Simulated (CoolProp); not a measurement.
p-xylene along the isobar 26.3 bar: density (kg/m³) from the reference equation and from simpler models built on Tc = 343.0 °C, pc = 35.32 bar, ω = 0.324; each cubic takes its own stable root.

The numbers come from the reference Helmholtz-energy equation of state, Zhou 2012 in CoolProp.

```tsv
T (°C)	phase	reference	van der Waals	Redlich-Kwong	Soave-Redlich-Kwong	Peng-Robinson
125.85	liquid	769.0	444.2	645.0	672.5	758.9
133.95	liquid	761.3	440.1	637.7	665.8	751.6
141.95	liquid	753.6	436.0	630.4	658.9	744.2
150.05	liquid	745.7	431.7	622.7	651.8	736.3
158.05	liquid	737.7	427.3	615.0	644.4	728.3
166.05	liquid	729.6	422.9	607.0	636.8	720.0
174.15	liquid	721.2	418.2	598.7	628.9	711.2
182.15	liquid	712.7	413.5	590.3	620.7	702.2
190.25	liquid	704.0	408.5	581.5	612.1	692.6
198.25	liquid	695.1	403.4	572.5	603.3	682.8
206.25	liquid	686.0	398.2	563.1	594.1	672.6
214.35	liquid	676.5	392.6	553.4	584.4	661.7
222.35	liquid	666.8	386.9	543.3	574.3	650.4
230.45	liquid	656.7	380.8	532.7	563.7	638.4
```
